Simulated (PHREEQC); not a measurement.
Consider water at 65 °C with 0.0019 mol/kgw H2SO4 and 0.022 mol/kgw FeSO4. Closed to the air; pH follows from the charge balance.

Computed with PHREEQC (ion-association model, phreeqc.dat).

```tsv
quantity	before	after
pH	2.90	3.35
ionic strength (mol/kgw)	0.0501	0.0130
Fe+2 (mol/kgw)	0.0122	0.00310
SO4-2 (mol/kgw)	0.0119	0.00322
FeSO4 (mol/kgw)	0.00967	0.00129
HSO4- (mol/kgw)	0.00215	0.000260
SI of Melanterite (FeSO4:7H2O)	-2.70	-3.58
```

Task: What was changed between the two runs?
A) FeSO4 from 0.022 to 0.22 mol/kgw
B) 0.00058 mol/kgw MgBr2 added
C) FeSO4 from 0.022 to 0.0044 mol/kgw
D) diluted 5-fold with water
E) FeSO4 from 0.022 to 0.11 mol/kgw

Result: D, diluted 5-fold with water

Precipitation was switched off in this run. Away from 25 °C the constants follow the database's enthalpies or fits; those with neither stay at their 25 °C values.
